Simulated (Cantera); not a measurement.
A closed system holds: 1 mol Si2H6, 16 mol N2O, 15 mol N2, 0.32 mol O2, held at 1.00 Torr.

Method: chemical equilibrium by Gibbs-energy minimisation in Cantera with the NASA 1993 tables (ideal gas, pure condensed phases). Candidate condensed phases: H2O, Si, SiO2, Si2N2O, Si3N4; 35 gas species. The feed counts by its element totals alone. The tables hold silica as quartz up to 1696 K and as liquid above; real silica turns to tridymite and cristobalite and melts near 1996 K. Rates play no part. All values below are at 1450 °C.

Base state: N2 0.797, O2 0.122, H2O 0.0762, NO 0.00243, OH 0.00169, O 0.000544, H2 0.000152, H 6.16e-5 (mole fractions); condensed: SiO2(condensed).

**Question.** What changes in the equilibrium state with this change: N2O from 16 to 2.8 mol?

**Answer.** 
| species | before | after |
|---|---|---|
| N2 | 0.797 | 0.831 |
| H2 | 0.000152 | 0.137 |
| SiO | 6.81e-7 | 0.0278 |
| O2 | 0.122 | <1e-9 |
| H2O | 0.0762 | 0.00169 |
| O | 0.000544 | 1.33e-8 |
| NO | 0.00243 | 6.06e-8 |
| OH | 0.00169 | 1.24e-6 |
| SiO2(condensed), mol | 2.00 | 1.40 |
